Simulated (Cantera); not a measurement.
A freely propagating, adiabatic, planar premixed flame of H₂ : O₂ : N₂ : H₂O = 1 : 0.455 : 1.71 : 0.12 (molar parts), equivalence ratio 1.1, unburnt at 625 K and 500000 Pa; mixture-averaged transport, grid criteria slope 0.08 and curve 0.16, no radiation.

Detailed kinetics in Cantera: the H2/O2 subset of GRI-Mech 3.0, which has no nitrogen chemistry. The hydrogen kinetics of GRI-Mech 3.0 are dated; newer H2 mechanisms differ, most at raised pressure. Burning velocities carry a grid error of a few per cent, more on coarse grids.

Q: How do the results move with these cheaper or finer settings: unity-Lewis-number transport; multicomponent transport; multicomponent+Soret transport; grid criteria slope 0.5, curve 1; grid criteria slope 0.25, curve 0.5; grid criteria slope 0.03, curve 0.06?

A: 
```json
[
 {"setting": "as above", "laminar burning velocity": "751 cm/s", "thermal thickness": "0.0581 mm", "peak x(OH)": "0.0169", "peak x(HO₂)": "0.00104", "grid points": "111"},
 {"setting": "unity-Lewis-number transport", "laminar burning velocity": "542 cm/s", "thermal thickness": "0.0498 mm", "peak x(OH)": "0.0170", "peak x(HO₂)": "0.000748", "grid points": "104"},
 {"setting": "multicomponent transport", "laminar burning velocity": "741 cm/s", "thermal thickness": "0.0579 mm", "peak x(OH)": "0.0168", "peak x(HO₂)": "0.00104", "grid points": "111"},
 {"setting": "multicomponent+Soret transport", "laminar burning velocity": "695 cm/s", "thermal thickness": "0.0571 mm", "peak x(OH)": "0.0168", "peak x(HO₂)": "0.00104", "grid points": "111"},
 {"setting": "grid criteria slope 0.5, curve 1", "laminar burning velocity": "831 cm/s", "thermal thickness": "0.0711 mm", "peak x(OH)": "0.0174", "peak x(HO₂)": "0.000982", "grid points": "37"},
 {"setting": "grid criteria slope 0.25, curve 0.5", "laminar burning velocity": "789 cm/s", "thermal thickness": "0.0638 mm", "peak x(OH)": "0.0173", "peak x(HO₂)": "0.00101", "grid points": "48"},
 {"setting": "grid criteria slope 0.03, curve 0.06", "laminar burning velocity": "744 cm/s", "thermal thickness": "0.0569 mm", "peak x(OH)": "0.0167", "peak x(HO₂)": "0.00105", "grid points": "234"}
]
```
Unity Lewis numbers drop preferential diffusion, which matters most where H2 and H carry the flame; Soret adds thermal diffusion.
